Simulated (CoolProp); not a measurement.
Vapour-liquid equilibrium of fluoroethane (R161) (1) + R1234yf (2) at 15.15 °C; x and y are mole fractions of (1).

Values from CoolProp's multi-fluid Helmholtz-energy mixture model, Wu 2012 and Lemmon 2022; pair parameters Bell 2016.

Task: Give the bubble pressure and the first vapour's composition at x = 0.35, 0.55, 0.85. Is there an azeotrope?

Result: x = 0.35: 0.5930 MPa, y = 0.420; x = 0.55: 0.6324 MPa, y = 0.613; x = 0.85: 0.6807 MPa, y = 0.873. No azeotrope shows between x = 0.05 and 0.95.

Pair parameters are fitted to limited data, so mixtures are less certain than the pure fluids.
